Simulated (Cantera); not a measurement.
Cantera run, input and output.

```python
import numpy as np
import cantera as ct

gas = ct.Solution("gri30.yaml")
gas.TPX = 1250, 13332, {'N2O': 1, 'O2': 0.11}
reactor = ct.IdealGasConstPressureReactor(gas, energy="off", clone=False)
net = ct.ReactorNet([reactor])
net.rtol, net.atol = 1e-08, 1e-18
show = ['N2O', 'O2', 'NO2', 'N2', 'NO', 'O']
times = np.geomspace(0.0003, 40, 12)

steps = ct.SolutionArray(gas, extra=["t"])
rows = []
print(f"{'t/s':>10s}{'T/K':>9s}{'P/Pa':>11s}" + "".join(f"{s:>11s}" for s in show))
for t in times:
    while net.time < t:
        t_next = net.step()
        steps.append(gas.state, t=t_next)
    rows.append([np.interp(t, steps.t, y) for y in (steps.T, steps.P, *steps(*show).X.T)])
    print(f"{t:10.3e}{rows[-1][0]:9.1f}{rows[-1][1]:11.4g}" + "".join(f"{x:11.3e}" for x in rows[-1][2:]))
rate = np.gradient(steps.T, steps.t)
print("integrator steps:", len(steps.t))
if steps.T.max() > steps.T[0] + 200:
    print(f"time of steepest temperature rise: {steps.t[rate.argmax()]:.4e} s")
gas.TPX = 1250, 13332, {'N2O': 1, 'O2': 0.11}
gas.equilibrate("TP")
print(f"equilibrium (TP): T = {gas.T:.1f} K  " + "  ".join(f"{s} {gas[s].X[0]:.3e}" for s in show))
```

It prints:

```
       t/s      T/K       P/Pa        N2O         O2        NO2         N2         NO          O
 3.000e-04   1250.0  1.333e+04  9.008e-01  9.912e-02  2.286e-11  4.801e-05  5.941e-06  3.828e-06
 8.771e-04   1250.0  1.333e+04  9.007e-01  9.916e-02  2.382e-10  1.468e-04  1.922e-05  3.831e-06
 2.564e-03   1250.0  1.333e+04  9.002e-01  9.928e-02  2.145e-09  4.354e-04  5.803e-05  3.831e-06
 7.496e-03   1250.0  1.333e+04  8.989e-01  9.963e-02  1.814e-08  1.278e-03  1.713e-04  3.831e-06
 2.191e-02   1250.0  1.333e+04  8.951e-01  1.006e-01  1.414e-07  3.733e-03  5.012e-04  3.830e-06
 6.407e-02   1250.0  1.333e+04  8.841e-01  1.036e-01  9.290e-07  1.083e-02  1.454e-03  3.828e-06
 1.873e-01   1250.0  1.333e+04  8.530e-01  1.119e-01  4.423e-06  3.093e-02  4.151e-03  3.822e-06
 5.476e-01   1250.0  1.333e+04  7.700e-01  1.341e-01  1.479e-05  8.459e-02  1.134e-02  3.801e-06
 1.601e+00   1250.0  1.333e+04  5.803e-01  1.848e-01  3.909e-05  2.072e-01  2.764e-02  3.732e-06
 4.680e+00   1250.0  1.333e+04  2.796e-01  2.655e-01  7.914e-05  4.019e-01  5.291e-02  3.464e-06
 1.368e+01   1250.0  1.333e+04  5.108e-02  3.280e-01  1.150e-04  5.509e-01  6.987e-02  2.172e-06
 4.000e+01   1250.0  1.333e+04  1.889e-03  3.425e-01  2.665e-04  5.842e-01  7.121e-02  2.440e-07
integrator steps: 948
equilibrium (TP): T = 1250.0 K  N2O 7.459e-09  O2 3.787e-01  NO2 2.218e-06  N2 6.209e-01  NO 3.382e-04  O 1.174e-07
```

Detailed kinetics in Cantera: GRI-Mech 3.0 (53 species, 325 reactions). GRI-Mech 3.0 was tuned for natural gas; its chemistry of N2O as a main component is partial and can be far from experiment. The mechanism lacks the step 2 NO + O2 → 2 NO2, which can matter for NO2 below about 1400 K. The temperature is held fixed by assumption; the heat of reaction is taken as removed at once.
